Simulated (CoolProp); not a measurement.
Vapour-liquid equilibrium of R143a (1) + R1234yf (2) at 0.794 MPa; x and y are mole fractions of (1).

Values from CoolProp's multi-fluid Helmholtz-energy mixture model, Lemmon and Jacobsen 2000 and Lemmon 2022; pair parameters Bell 2016.

```tsv
x	bubble temperature (°C)	y at the bubble point	dew temperature at overall composition x (°C)	liquid density (mol/L)
0.05	28.9	0.081	29.5	9.508
0.15	25.9	0.228	27.5	9.736
0.25	23.2	0.357	25.5	9.966
0.35	20.7	0.471	23.4	10.20
0.45	18.4	0.573	21.2	10.43
0.55	16.3	0.666	19.0	10.67
0.65	14.3	0.750	16.7	10.92
0.75	12.5	0.828	14.3	11.17
0.85	10.7	0.900	11.9	11.44
0.95	9.0	0.968	9.5	11.71
```

No azeotrope shows between x = 0.05 and 0.95.

Pair parameters are fitted to limited data, so mixtures are less certain than the pure fluids.
